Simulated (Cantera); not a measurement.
Charge: 1 mol SiCl₄, 270 mol H₂, at 2423.15 K and 13300 Pa.

Equilibrium computed with Cantera from the NASA thermochemical tables; the gas is ideal and each condensed phase is pure. Candidate condensed phases: Si; 19 gas species. The tables' values for SiCl are old estimates; treat these amounts as uncertain. Gases not in the tables: Si₂H₆ and higher silanes. The numbers say what is thermodynamically allowed, not how fast it happens.

Base state: H₂ 0.935, H 0.0470, HCl 0.0136, Si 0.00300, Cl 0.000488, SiH 0.000315, SiH₂ 0.000110, SiCl 8.49e-5 (mole fractions); condensed: gas only.

Q: What changes in the equilibrium state with this change: H₂ from 270 to 32 mol?

A: 
| species | before | after |
|---|---|---|
| H₂ | 0.935 | 0.837 |
| HCl | 0.0136 | 0.0874 |
| H | 0.0470 | 0.0445 |
| Si | 0.00300 | 0.0135 |
| SiCl₃ | 1.67e-8 | 2.33e-5 |
| SiCl₂ | 4.76e-5 | 0.00983 |
| Si₃ | 2.94e-7 | 2.68e-5 |
| SiCl | 8.49e-5 | 0.00259 |
The tables' values for SiCl, SiCl₃ are old estimates; treat these amounts as uncertain.

Q: What changes in the equilibrium state with this change: temperature from 2423.15 K to 998.15 K?

A: 
```tsv
species	before	after
H₂	0.935	0.991
HCl	0.0136	0.00632
SiHCl₃	<1e-9	0.00117
H	0.0470	5.89e-9
Si	0.00300	<1e-9
SiCl₄	<1e-9	0.00108
Si(s), mol	0	0.317
```
The tables' values for SiCl₃ are old estimates; treat these amounts as uncertain.
